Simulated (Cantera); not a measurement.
Reactions in the system H-O-Ta

Source: NASA polynomial tables (part measured, part estimated), evaluated in Cantera. Values are per mole of reaction as written; species without (g) are pure solids or liquids, kept so even where they would boil at 1 bar.

H₂(g) + Ta₂O₅ → 2 TaO₂(g) + H₂O(g)

| T (K) | ΔH° (kJ) | ΔS° (J/K) | ΔG° (kJ) | log10 K |
|---|---|---|---|---|
| 2525 | 1127.8 | 287.4 | 402.0 | -8.32 |
| 2550 | 1125.2 | 286.4 | 394.8 | -8.09 |
| 2575 | 1122.5 | 285.4 | 387.7 | -7.86 |
| 2600 | 1119.8 | 284.3 | 380.6 | -7.65 |
| 2625 | 1117.2 | 283.3 | 373.5 | -7.43 |
| 2650 | 1114.5 | 282.3 | 366.4 | -7.22 |
| 2675 | 1111.9 | 281.3 | 359.4 | -7.02 |
| 2700 | 1109.2 | 280.3 | 352.3 | -6.82 |
| 2725 | 1106.6 | 279.3 | 345.4 | -6.62 |
